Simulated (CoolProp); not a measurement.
Computed with CoolProp (reference Helmholtz-energy equation of state, Lemmon 2006). It is a short technical equation, of lower accuracy than the large ones.

Problem. For C2F6 (R116), give the phase and the conductivity (mW/(m K)) at 111.95 °C and 0.101 MPa.

Solution. 
- 111.95 °C and 0.101 MPa: gas; conductivity 21.6

Thermal conductivity comes from a separate model (Huber 2003), an estimate that may be off by 10 % or more.
